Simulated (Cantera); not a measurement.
A closed system holds: 1 mol SiHCl3, 0.29 mol HCl, a varied amount of H2, equilibrated at 1448 K and 0.0100 bar.

Equilibrium computed with Cantera from the NASA thermochemical tables; the gas is ideal and each condensed phase is pure. Candidate condensed phases: Si; 19 gas species. Kinetics and transport are ignored.

Problem. At 340 mol H2, list the 4 most abundant gas species with their mole fractions, and the condensed phases.

Solution. H2 0.991, HCl 0.00909, SiCl2 0.000257, H 9.17e-5. Condensed: Si(s).
